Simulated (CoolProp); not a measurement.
A Linde-Hampson liquefier for nitrogen: isothermal reversible compression at 230 K from 1 atm to 5 MPa, throttling to 1 atm, return gas leaving the recuperator 5 K below the feed. Each further row changes one setting.

Model: reference Helmholtz-energy equation of state, Span 2000, in CoolProp.

```tsv
case	liquid yield per pass	compression work (kJ/kg of gas)
as stated	0.037	262
high pressure 10 MPa	0.085	307
warm-end temperature 260 K	0.023	299
warm-end gap 10 K	0.022	262
```
